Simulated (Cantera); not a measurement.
A perfectly stirred reactor is fed with H2 : O2 : N2 = 1.4 : 1 : 1.1 (molar parts), at 13300 Pa; it is held at 1025 K, and followed from long to short residence time.

Computed with Cantera and the H2/O2 subset of GRI-Mech 3.0, which has no nitrogen chemistry. Radical loss at walls, strong at low pressure, is not modelled. The temperature is held fixed by assumption; the heat of reaction is taken as removed at once.

x: mole fraction; the columns are a selection and need not sum to one.

| τ (s) | x H2 | x O2 | x H2O2 | x HO2 | x O |
|---|---|---|---|---|---|
| 0.35 | 0.00358 | 0.109 | 3.42e-6 | 3.22e-5 | 0.000106 |
| 0.14 | ? | 0.110 | 3.60e-6 | ? | ? |
| 0.060 | 0.00933 | 0.111 | 3.69e-6 | 4.31e-5 | 0.000346 |
| 0.025 | 0.0148 | 0.113 | 3.75e-6 | 4.75e-5 | 0.000598 |
| 0.011 | ? | 0.117 | 3.79e-6 | 5.10e-5 | ? |
| 0.0044 | 0.0364 | 0.123 | 3.76e-6 | 5.43e-5 | 0.00166 |
| 0.0019 | 0.0553 | 0.132 | 3.63e-6 | 5.67e-5 | 0.00264 |

Some entries are withheld; supply them.


- 0.14, x H2: 0.00591
- 0.14, x HO2: 3.82e-5
- 0.14, x O: 0.000199
- 0.011, x H2: 0.0228
- 0.011, x O: 0.000977
